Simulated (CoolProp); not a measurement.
Aqueous ethanol as a coolant, at 19 °C, 1 atm.

Computed with CoolProp (Melinder's fits for secondary coolants).

```csv
mass %,freezing point (°C),cp (kJ/(kg K)),density (kg/m³),Prandtl number,conductivity (W/(m K))
5,-2.0,4.245,?,9.63,0.561
10.8,-4.8,4.315,981.1,13.5,0.522
16.6,-8.5,4.340,973.7,18.1,0.486
22.5,-13.2,4.313,966.0,22.9,0.451
28.3,-18.5,?,957.4,?,0.419
34.1,?,4.140,947.5,?,0.389
40,-29.5,4.024,?,?,?
45.8,-34.4,3.905,923.7,35.0,0.335
```

Problem. What belongs in the gaps?

Solution. 
- 5, density (kg/m³): 989.3
- 28.3, cp (kJ/(kg K)): 4.241
- 28.3, Prandtl number: 27.3
- 34.1, freezing point (°C): -24.1
- 34.1, Prandtl number: 30.8
- 40, density (kg/m³): 936.0
- 40, Prandtl number: 33.3
- 40, conductivity (W/(m K)): 0.361
